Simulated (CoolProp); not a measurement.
Aqueous ammonia as a coolant, at 24 °C, 1 atm.

The numbers come from the Melinder's fits for secondary coolants in CoolProp.

| mass % | freezing point (°C) | Prandtl number | density (kg/m³) | cp (kJ/(kg K)) | viscosity (mPa s) |
|---|---|---|---|---|---|
| 5.2 | -6.3 | 7.38 | 975.0 | 4.186 | 0.999 |
| 7 | -8.9 | 7.60 | 967.7 | 4.189 | 1.01 |
| 8.9 | -11.8 | 7.85 | 960.3 | 4.191 | 1.02 |
| 10.8 | -15.0 | 8.15 | 953.1 | 4.193 | 1.03 |
| 12.6 | -18.3 | 8.47 | 946.5 | 4.196 | 1.06 |
| 14.5 | -22.2 | 8.86 | 939.7 | 4.198 | 1.08 |
| 16.4 | -26.5 | 9.25 | 933.0 | 4.201 | 1.11 |
| 18.3 | -31.5 | 9.62 | 926.5 | 4.204 | 1.13 |
| 20.1 | -36.8 | 9.91 | 920.5 | 4.208 | 1.14 |
| 22 | -43.2 | 10.1 | 914.2 | 4.213 | 1.15 |
| 23.9 | -50.6 | 10.3 | 908.0 | 4.218 | 1.15 |
| 25.7 | -58.8 | 10.4 | 902.3 | 4.223 | 1.14 |
